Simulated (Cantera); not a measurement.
Feed: 1 mol SiH₄, 0.17 mol C₃H₈, 99 mol H₂, 1.2 mol C₂H₄, held at 0.370 bar.

Method: chemical equilibrium by Gibbs-energy minimisation in Cantera with the NASA 1993 tables (ideal gas, pure condensed phases). Candidate condensed phases: C, C₆H₆, C₇H₈, C₈H₁₈, Si, SiC; 87 gas species. Gases not in the tables: Si₂H₆ and higher silanes. Kinetics and transport are ignored.

What share of the Si ends up in condensed phases as a function of T (K), at 1875, 1925, 1975, 2025, 2075, 2125, 2175, 2225, 2275, 2325, 2375, 2425, 2475, 2525?


```tsv
T (K)	Si condensed (%)	as
1875	100.0	SiC(s)
1925	99.9	SiC(s)
1975	99.9	SiC(s)
2025	99.8	SiC(s)
2075	99.6	SiC(s)
2125	99.2	SiC(s)
2175	98.5	SiC(s)
2225	97.3	SiC(s)
2275	95.1	SiC(s)
2325	91.4	SiC(s)
2375	84.8	SiC(s)
2425	73.7	SiC(s)
2475	54.9	SiC(s)
2525	22.9	SiC(s)
```
